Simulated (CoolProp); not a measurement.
A single-stage vapour-compression cycle with chlorine: evaporating at 218.15 K (dew point), condensing at 277.15 K (bubble point), superheat 10 K, subcooling 8 K, compressor efficiency 0.9, no pressure losses. Each further row changes one setting.

Values from CoolProp's reference Helmholtz-energy equation of state, Thol 2021.

```json
[
 {"case": "as stated", "cooling COP": "2.58", "pressure ratio": "11.6", "discharge temperature (K)": "435.5", "refrigerating effect (kJ/kg)": "255", "volumetric capacity (kJ/m³)": "349"},
 {"case": "evaporating temperature 223.15 K", "cooling COP": "2.96", "pressure ratio": "8.88", "discharge temperature (K)": "415.9", "refrigerating effect (kJ/kg)": "257", "volumetric capacity (kJ/m³)": "449"},
 {"case": "condensing temperature 272.15 K", "cooling COP": "2.88", "pressure ratio": "9.83", "discharge temperature (K)": "418.2", "refrigerating effect (kJ/kg)": "260", "volumetric capacity (kJ/m³)": "355"},
 {"case": "subcooling 13 K", "cooling COP": "2.63", "pressure ratio": "11.6", "discharge temperature (K)": "435.5", "refrigerating effect (kJ/kg)": "260", "volumetric capacity (kJ/m³)": "355"}
]
```
